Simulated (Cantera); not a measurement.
Thermodynamics of boron, boron nitride and boron oxide, feed borazine + H2O + H2

Charge: 1 mol borazine, 2.4 mol H2O, 0.67 mol H2, equilibrated at 11.0 Pa.

These are equilibrium values from Cantera (NASA tables, ideal gas, pure condensed phases), not measurements of a reactor. Candidate condensed phases: B, BN, B2O3, B3O3H3, H2O; 39 gas species. The feed counts by its element totals alone. Mutual solubility and eutectic melting of coexisting phases are not modelled. The tables' values for BH2 are old estimates; treat these amounts as uncertain. Equilibrium is a limit: real reactors are often held back by kinetics, nucleation or transport.

From 1825 K to 1850 K the condensed part is BN(s). At 1875 K the condensed part is B(s) + BN(s). From 1900 K to 1975 K the condensed part is B(s). The main B-bearing gas is B2O2 at 1825 K and BO at 1975 K.

```
T (K)   x H2   x N2    x BO     x H   x HBO  x B2O2     x B2O       x B  n BN(s)  n B(s)
-----  -----  -----  ------  ------  ------  ------  --------  --------  -------  ------
1825   0.614  0.134  0.0826  0.0329  0.0889  0.0467  0.000502   3.35e-5    0.600       0
1850   0.605  0.132  0.0946  0.0400  0.0850  0.0414  0.000778   6.88e-5    0.594       0
1875   0.585  0.146   0.106  0.0478  0.0787  0.0352   0.00111  0.000131    0.265   0.324
1900   0.567  0.156   0.117  0.0570  0.0724  0.0295   0.00131  0.000210        0   0.585
1925   0.556  0.154   0.128  0.0680  0.0671  0.0248   0.00154  0.000331        0   0.581
1950   0.544  0.152   0.139  0.0806  0.0615  0.0205   0.00179  0.000516        0   0.576
1975   0.531  0.150   0.149  0.0951  0.0558  0.0166   0.00205  0.000795        0   0.570
```
x: gas mole fraction; n: condensed amount in mol.
